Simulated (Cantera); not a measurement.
Charge: 1 mol SiF4, 1.3 mol H2O, 0.92 mol H2, held at 1025 K and 22.0 Pa.

Equilibrium computed with Cantera from the NASA thermochemical tables; the gas is ideal and each condensed phase is pure. Candidate condensed phases: H2O, Si, SiO2; 38 gas species. Equilibrium is a limit: real reactors are often held back by kinetics, nucleation or transport.

Base state: HF 0.619, H2 0.241, SiF4 0.108, H2O 0.0316 (mole fractions); condensed: SiO2(β-quartz).

### Question
What changes in the equilibrium state with this change: temperature from 1025 K to 1850 K?

### Answer
```tsv
species	before	after
HF	0.619	0.785
SiO	<1e-9	0.133
H2	0.241	0.0520
SiF4	0.108	0.00855
H2O	0.0316	0.0101
SiF2	<1e-9	0.000220
OH	<1e-9	0.000119
SiO2(β-quartz), mol	0.590	0
SiO2(condensed), mol	0	0.304
```
The tables' values for SiF3, SiF2, SiO2 are old estimates; treat these amounts as uncertain. The tables hold silica as quartz up to 1696 K and as liquid above; real silica turns to tridymite and cristobalite and melts near 1996 K.
